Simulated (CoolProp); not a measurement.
Vapour-liquid equilibrium of n-heptane (1) + m-xylene (2) at 0.183 MPa; x and y are mole fractions of (1).

The numbers come from the multi-fluid Helmholtz-energy mixture model, Span 2003 and Zhou 2012; pair parameters Bell 2016 in CoolProp.

| x | bubble temperature, mixture model (°C) | bubble temperature, Raoult's law (°C) | y, mixture model | y, Raoult's law |
|---|---|---|---|---|
| 0.05 | (withheld) | 159.2 | (withheld) | 0.124 |
| 0.125 | 152.4 | 154.4 | (withheld) | 0.281 |
| 0.2 | 147.6 | 150.1 | 0.425 | 0.409 |
| 0.275 | (withheld) | 146.2 | 0.523 | 0.516 |
| 0.35 | 140.1 | 142.5 | 0.602 | 0.605 |
| 0.425 | 137.0 | 139.2 | 0.670 | 0.681 |
| 0.5 | 134.2 | 136.1 | 0.728 | 0.745 |
| 0.575 | 131.6 | 133.2 | (withheld) | 0.800 |
| 0.65 | (withheld) | 130.5 | 0.825 | 0.847 |
| 0.725 | 127.1 | 127.9 | (withheld) | 0.888 |
| 0.8 | 125.0 | 125.6 | 0.907 | 0.924 |
| 0.875 | 123.0 | 123.3 | 0.943 | 0.956 |
| 0.95 | 121.1 | 121.2 | 0.978 | 0.983 |

Q: Fill in the missing entries.

A: 
- 0.05, bubble temperature, mixture model (°C): 158.1
- 0.05, y, mixture model: 0.139
- 0.125, y, mixture model: 0.301
- 0.275, bubble temperature, mixture model (°C): 143.6
- 0.575, y, mixture model: 0.779
- 0.65, bubble temperature, mixture model (°C): 129.3
- 0.725, y, mixture model: 0.868

The largest gap from Raoult's law is -2.6 K in bubble temperature, at x = 0.275. No azeotrope shows between x = 0.05 and 0.95.

The pair parameters rest on a limited set of measurements; away from them the model extrapolates.
